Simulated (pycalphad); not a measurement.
Effect of Mn content in Ti-Si-Mn

Computed with pycalphad from the COST 507 light-alloy database (1999), at 1 atm. The data set is of 1999 and partly superseded. Not assessed as a whole: an extrapolation from subsystems, which can miss ternary compounds. Phase fractions are per mole of atoms.

| alloy | liquidus (°C) | first solid | solidus (°C) | phases at 927 °C |
|---|---|---|---|---|
| Ti-2.14Si-0.21Mn (at.%) | 1627 | BCC_A2 | 1442 | BCC_A2 0.98, SITI3 0.02 |
| Ti-2.14Si-0.42Mn (at.%) | (withheld) | BCC_A2 | (withheld) | BCC_A2 0.98, SITI3 0.02 |
| Ti-2.14Si-0.63Mn (at.%) | 1622 | BCC_A2 | 1435 | BCC_A2 0.98, SITI3 0.02 |
| Ti-2.14Si-1.26Mn (at.%) | 1614 | BCC_A2 | 1426 | BCC_A2 0.98, SITI3 0.02 |

Problem. Some entries are withheld; supply them.

Solution. 
- Ti-2.14Si-0.42Mn (at.%), liquidus (°C): 1625
- Ti-2.14Si-0.42Mn (at.%), solidus (°C): 1439

Database names, with the compositions (at.%) that they take in these runs: SITI3: Ti 75 Si 25. BCC_A2 is bcc.
